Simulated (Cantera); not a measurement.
A closed system holds: 1 mol SiH₂Cl₂, 0.019 mol Cl₂, 17 mol H₂, 4.2 mol HCl, equilibrated at 925 K and 340 Pa.

Cantera equilibrium calculation (NASA polynomials, part measured and part estimated; ideal gas, pure solids and liquids). Candidate condensed phases: Si; 19 gas species. The tables' values for SiCl₃ are old estimates; treat these amounts as uncertain. Kinetics and transport are ignored.

Base state: H₂ 0.853, HCl 0.102, SiCl₄ 0.0435, SiHCl₃ 0.00132, SiCl₃ 0.000150, SiCl₂ 2.05e-5 (mole fractions); condensed: gas only.

Q: What changes in the equilibrium state with this change: HCl from 4.2 to 2.5 mol?

A: 
```tsv
species	before	after
H₂	0.853	0.919
SiCl₄	0.0435	0.0434
HCl	0.102	0.0318
SiHCl₃	0.00132	0.00456
SiH₂Cl₂	3.92e-6	4.70e-5
SiCl₂	2.05e-5	0.000228
SiCl₃	0.000150	0.000499
```
